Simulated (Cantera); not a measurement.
**Equilibrium for iron carbonyl, mercury and lead vapours: HgO + H2**

Charge: 1 mol HgO, 1.2 mol H2, held at 700 K.

Cantera equilibrium calculation (NASA polynomials, part measured and part estimated; ideal gas, pure solids and liquids). Candidate condensed phases: H2O, Hg, HgO; 10 gas species. Equilibrium is a limit: real reactors are often held back by kinetics, nucleation or transport.

| P (Pa) | log p H2O | log p Hg | log p H2 | n Hg(l) |
|---|---|---|---|---|
| 10 | -4.34 | -4.34 | -5.04 | 0 |
| 100 | -3.34 | -3.34 | -4.04 | 0 |
| 1000 | -2.34 | -2.34 | -3.04 | 0 |
| 10000 | -1.34 | -1.34 | -2.04 | 0 |
| 100000 | -0.34 | -0.34 | -1.04 | 0 |
| 1000000 | 0.76 | 0.49 | 0.06 | 0.463 |
log p: log10 of the partial pressure in bar; n: condensed amount in mol.

From 0.0750 Torr to 750 Torr nothing is condensed. At 7500 Torr the condensed part is Hg(l). The main Hg-bearing gas is Hg throughout.
